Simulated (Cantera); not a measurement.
Charge: 1 mol SiHCl₃, 0.057 mol Cl₂, 62 mol H₂, held at 1377 °C and 3.98 Torr.

Equilibrium computed with Cantera from the NASA thermochemical tables; the gas is ideal and each condensed phase is pure. Candidate condensed phases: Si; 19 gas species. The tables' values for SiCl, SiCl₃ are old estimates; treat these amounts as uncertain. The numbers say what is thermodynamically allowed, not how fast it happens.

Question: What is the equilibrium state?

Answer: 
| Item | Result |
|---|---|
| x(H₂) | 0.955 |
| x(HCl) | 0.0378 |
| x(SiCl₂) | 0.00532 |
| x(H) | 0.00122 |
| x(Si) | 5.05e-5 |
| x(Cl) | 3.78e-5 |
| x(SiCl) | 3.25e-5 |
| x(SiCl₃) | 1.56e-5 |
| x(SiH₂) | 8.27e-6 |
| n(Si(s)) | 0.651 mol |
| gas amount | 64.10 mol |
